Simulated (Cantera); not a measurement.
Input: 1 mol Si, 0.51 mol HCl, 0.3 mol H2, at 627 °C and 90.0 Torr.

Cantera equilibrium calculation (NASA polynomials, part measured and part estimated; ideal gas, pure solids and liquids). Candidate condensed phases: Si; 19 gas species. The tables' values for SiCl3 are old estimates; treat these amounts as uncertain. Equilibrium is a limit: real reactors are often held back by kinetics, nucleation or transport.

Base state: H2 0.794, SiCl4 0.153, SiHCl3 0.0435, HCl 0.00792, SiH2Cl2 0.00118, SiCl3 0.000587, SiCl2 0.000107 (mole fractions); condensed: Si(s).

Problem. What changes in the equilibrium state with this change: pressure from 90.0 Torr to 615 Torr?

Solution. 
| species | before | after |
|---|---|---|
| H2 | 0.794 | 0.789 |
| SiCl4 | 0.153 | 0.138 |
| SiHCl3 | 0.0435 | 0.0650 |
| SiH3Cl | 7.75e-6 | 3.16e-5 |
| SiCl2 | 0.000107 | 3.90e-5 |
| SiH2Cl2 | 0.00118 | 0.00290 |
| SiCl3 | 0.000587 | 0.000336 |
| Si(s), mol | 0.866 | 0.861 |

Problem. What changes in the equilibrium state with this change: Si replaced by SiCl4?

Solution. 
| species | before | after |
|---|---|---|
| SiCl4 | 0.153 | 0.552 |
| HCl | 0.00792 | 0.283 |
| H2 | 0.794 | 0.165 |
| SiHCl3 | 0.0435 | 0.000913 |
| SiH2Cl2 | 0.00118 | 1.43e-7 |
| SiCl2 | 0.000107 | 6.31e-8 |
| SiCl3 | 0.000587 | 2.70e-5 |
| Si(s), mol | 0.866 | 0 |
